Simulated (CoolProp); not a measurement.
Decamethylcyclopentasiloxane (D5) along the isobar 2.09 MPa: fugacity coefficient from the reference equation and from simpler models built on Tc = 345.1 °C, pc = 1.078 MPa, ω = 0.631; each cubic takes its own stable root.

The numbers come from the reference Helmholtz-energy equation of state, Thol 2019 in CoolProp.

```tsv
T (°C)	phase	reference
-20.35	liquid	9.429e-8
-1.45	liquid	9.501e-7
17.45	liquid	6.498e-6
36.35	liquid	3.270e-5
55.25	liquid	0.0001287
74.25	liquid	0.0004168
93.15	liquid	0.001138
112.05	liquid	0.002713
130.95	liquid	0.005770
149.95	liquid	0.01118
168.85	liquid	0.01990
187.75	liquid	0.03303
206.65	liquid	0.05161
225.55	liquid	0.07655
244.55	liquid	0.1087
263.45	liquid	0.1479
```

Problem. How far does each simpler model (Soave-Redlich-Kwong, Peng-Robinson) lie from the reference over these 16 states: mean and median of the absolute difference, and the worst?

Solution. 
- Soave-Redlich-Kwong: mean 35.2 %, median 8.2 %, worst +200.3 % at -20.35 °C and 2.09 MPa
- Peng-Robinson: mean 52.6 %, median 10.6 %, worst +325.9 % at -20.35 °C and 2.09 MPa
